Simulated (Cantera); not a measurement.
Hydrocarbon pyrolysis for carbon deposition

An isothermal, constant-pressure homogeneous reactor starts with 24.4 % CH₄, 75.6 % N₂, at 1475 K and 0.987 atm.

Detailed kinetics in Cantera: GRI-Mech 3.0 (53 species, 325 reactions). GRI-Mech 3.0 stops at C3 and has no aromatics, soot or wall deposition, so with more carbon than oxygen in the feed, carbon stays in small species such as C2H2 where larger ones or solid carbon would form.

```csv
t (s),x CH₄,x C₂H,x CH₃,x C₂H₂,x C₂H₆,x C₂H₄,x H
0.000400,0.244,<1e-12,3.54e-5,7.05e-10,3.73e-6,5.91e-7,1.41e-8
0.00118,0.244,<1e-12,5.61e-5,3.59e-8,3.49e-5,6.64e-6,1.76e-8
0.00348,0.243,<1e-12,7.55e-5,9.16e-7,0.000142,4.42e-5,2.55e-8
0.0103,0.242,1.90e-12,0.000108,2.25e-5,0.000400,0.000299,5.88e-8
0.0303,0.238,2.96e-11,0.000132,0.000493,0.000662,0.00158,2.01e-7
0.0894,0.224,2.17e-10,0.000117,0.00480,0.000501,0.00312,5.95e-7
0.264,0.194,6.55e-10,8.81e-5,0.0177,0.000267,0.00240,1.34e-6
0.779,0.143,1.29e-9,5.97e-5,0.0383,0.000112,0.00257,2.51e-6
2.30,0.0791,2.17e-9,3.47e-5,0.0620,3.63e-5,0.00465,4.25e-6
6.78,0.0407,3.13e-9,2.11e-5,0.0757,1.83e-5,0.00663,6.18e-6
20.0,0.0373,3.27e-9,1.99e-5,0.0769,1.75e-5,0.00683,6.45e-6
```
x: mole fraction; the columns are a selection and need not sum to one.

Equilibrium at this temperature and pressure: CH₄ 0.0300, C₂H 1.81e-9, CH₃ 1.56e-5, C₂H₂ 0.0436, C₂H₆ 1.08e-5, C₂H₄ 0.00404, H 6.60e-6 (gas phase only).
